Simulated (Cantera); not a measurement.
Source: NASA polynomial tables (part measured, part estimated), evaluated in Cantera. Values are per mole of reaction as written; species without (g) are pure solids or liquids, kept so even where they would boil at 1 bar.

4 CsOH ⇌ 2 H2O(g) + 4 Cs(g) + O2(g)

```
T (K)    ΔH° (kJ)   ΔS° (J/K)    ΔG° (kJ)     log10 K
-----  ----------  ----------  ----------  ----------
1123       1335.0       628.7       629.0      -29.25
1198       1325.8       620.8       582.1      -25.38
1273       1316.8       613.5       535.8      -21.99
1348   (withheld)  (withheld)  (withheld)  (withheld)
1423   (withheld)  (withheld)  (withheld)  (withheld)
1498   (withheld)  (withheld)  (withheld)  (withheld)
1573       1282.2       589.1       355.6      -11.81
```

Q: Complete the blanks.

A: 
- 1348, ΔH° (kJ): 1308.0
- 1348, ΔS° (J/K): 606.7
- 1348, ΔG° (kJ): 490.1
- 1348, log10 K: -18.99
- 1423, ΔH° (kJ): 1299.2
- 1423, ΔS° (J/K): 600.4
- 1423, ΔG° (kJ): 444.8
- 1423, log10 K: -16.33
- 1498, ΔH° (kJ): 1290.6
- 1498, ΔS° (J/K): 594.6
- 1498, ΔG° (kJ): 400.0
- 1498, log10 K: -13.95
